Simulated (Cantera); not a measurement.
What does this Cantera script print?

```python
import numpy as np
import cantera as ct

gas_names = """
    Mg MgN MgO MgS Mg2 N NO NO2 NO3 N2 N2O O O2 O3 S SN SO SO2 SO3 S2 S2O S8
""".split()
cond_names = """
    Mg(cr) Mg(L) MgO(s) MgO(L) MgS(s) MgSO4(s) MgSO4(L) S(cr1) S(cr2) S(L)
""".split()


def load(file, names, dense=False):
    # The tables refer to 1 bar. Condensed volumes are neglected.
    table = {s.name: s for s in ct.Species.list_from_file(file)}
    out = []
    for n in names:
        d = dict(table[n].input_data)
        d["thermo"] = dict(d["thermo"], **{"reference-pressure": 1e5})
        if dense:
            d["equation-of-state"] = {"model": "constant-volume", "density": "1e6 g/cm^3"}
        out.append(ct.Species.from_dict(d))
    return out


gas = ct.Solution(thermo="ideal-gas", species=load("nasa_gas.yaml", gas_names))
cond = {s.name: ct.Solution(thermo="fixed-stoichiometry", species=[s], name=s.name)
        for s in load("nasa_condensed.yaml", cond_names, dense=True)}
atoms = {
    'MgO': {'Mg': 1, 'O': 1},
    'SO2': {'S': 1, 'O': 2},
    'N2': {'N': 2},
}
top_T = {'MgS(s)': 2250}  # K; cautious upper limits of use, not melting points


def equilibrate(T, P, feed):
    n = {}
    for name, mol in feed.items():
        for a, k in atoms[name].items():
            n[a] = n.get(a, 0.0) + k * mol
    gas.TPX = T, P, n
    mass = sum(n.values()) * gas.mean_molecular_weight
    gas.equilibrate("TP")
    valid = [c for c in cond.values() if c.min_temp <= T <= top_T.get(c.name, c.max_temp)]
    mix = ct.Mixture([(gas, mass / gas.mean_molecular_weight)] + [(c, 0.0) for c in valid])
    mix.T, mix.P = T, P
    mix.equilibrate("TP", solver="vcs", rtol=1e-11, max_steps=5000)
    return mix


results = []
feed = {'MgO': 1, 'SO2': 0.9, 'N2': 15}  # mol
T = 1575  # K
P = 100000  # Pa
mix = equilibrate(T, P, feed)
results.append((T, P, feed, dict(zip(mix.species_names, mix.species_moles))))
x = sorted(zip(gas.X, gas.species_names), reverse=True)
print(f"T = {T:g} K  P = {P:g} Pa  gas = {mix.phase_moles(0):.4g} mol")
print("   x: " + "  ".join(f"{s} {v:.3e}" for v, s in x if v > 0.0001))
print("   condensed (mol): " + ("  ".join(f"{mix.phase(i).name} {mix.phase_moles(i):.4g}"
      for i in range(1, mix.n_phases) if mix.phase_moles(i) > 1e-12) or "none"))
```

Result:

```
T = 1575 K  P = 100000 Pa  gas = 15.9 mol
   x: N2 9.434e-01  SO2 5.657e-02
   condensed (mol): MgO(s) 1
```

Method: chemical equilibrium by Gibbs-energy minimisation in Cantera with the NASA 1993 tables (ideal gas, pure condensed phases).
